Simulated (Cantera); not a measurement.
Input: 1 mol SiH2Cl2, 1.6 mol N2O, 0.97 mol H2, 0.19 mol O3, equilibrated at 0.240 bar.

Cantera equilibrium calculation (NASA polynomials, part measured and part estimated; ideal gas, pure solids and liquids). Candidate condensed phases: H2O, NH4Cl, Si, SiO2, Si2N2O, Si3N4; 47 gas species. The numbers say what is thermodynamically allowed, not how fast it happens. All values below are at 973 K.

Base state: HCl 0.438, N2 0.350, H2 0.175, H2O 0.0372 (mole fractions); condensed: SiO2(β-quartz).

### Question
What changes in the equilibrium state with this change: SiH2Cl2 replaced by SiCl4?

### Answer
```
species               before     after
-------------------  -------  --------
HCl                    0.438     0.392
N2                     0.350     0.346
Cl2                    <1e-9     0.237
H2                     0.175     <1e-9
O2                     <1e-9    0.0114
H2O                   0.0372    0.0140
Cl                   2.17e-9  0.000255
SiO2(β-quartz), mol     1.00      1.00
```
